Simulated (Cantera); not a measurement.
A closed system holds: 1 mol C₂F₆, held at 2600 °C and 0.0300 Torr.

These are equilibrium values from Cantera (NASA tables, ideal gas, pure condensed phases), not measurements of a reactor. Candidate condensed phases: C; 13 gas species. The feed counts by its element totals alone. Kinetics and transport are ignored.

Base state: F 0.820, C 0.101, C₃ 0.0427, CF 0.0204, C₂ 0.0150, CF₂ 8.83e-5, C₅ 4.18e-5, C₄ 2.80e-5 (mole fractions); condensed: gas only.

Problem. What changes in the equilibrium state with this change: 0.58 mol Cl₂ added?

Solution. 
```
species   before    after
-------  -------  -------
F          0.820    0.703
Cl             0    0.139
C          0.101   0.0943
C₃        0.0427   0.0344
CF        0.0204   0.0162
C₂        0.0150   0.0130
CF₂      8.83e-5  6.03e-5
C₅       4.18e-5  2.91e-5
C₄       2.80e-5  2.09e-5
```
